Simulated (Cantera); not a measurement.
Input: 1 mol (CH₃)₂SiCl₂, 1.2 mol C₂H₂, 2.7 mol H₂, equilibrated at 0.100 bar.

Equilibrium computed with Cantera from the NASA thermochemical tables; the gas is ideal and each condensed phase is pure. Candidate condensed phases: C, C₆H₆, C₇H₈, C₈H₁₈, Si, SiC; 109 gas species. The feed counts by its element totals alone. The tables' values for SiCl₃, SiCl are old estimates; treat these amounts as uncertain. Rates play no part. All values below are at 2025 K.

Base state: H₂ 0.752, HCl 0.231, SiCl₂ 0.00989, H 0.00528, Cl 0.00120, C₂H₂ (acetylene) 0.000680, SiCl₃ 0.000175, SiCl 7.77e-5 (mole fractions); condensed: C(graphite) + SiC(s).

What changes in the equilibrium state with this change: pressure from 0.100 bar to 13.3 mbar?


| species | before | after |
|---|---|---|
| H₂ | 0.752 | 0.744 |
| HCl | 0.231 | 0.228 |
| H | 0.00528 | 0.0144 |
| SiCl₂ | 0.00989 | 0.00974 |
| CH₄ | 2.25e-5 | 2.93e-6 |
| SiC₂ | 1.62e-6 | 1.22e-5 |
| Si | 3.50e-5 | 0.000262 |
| C(graphite), mol | 3.47 | 3.47 |
| SiC(s), mol | 0.919 | 0.918 |
The tables' values for SiCl, SiCl₃ are old estimates; treat these amounts as uncertain.
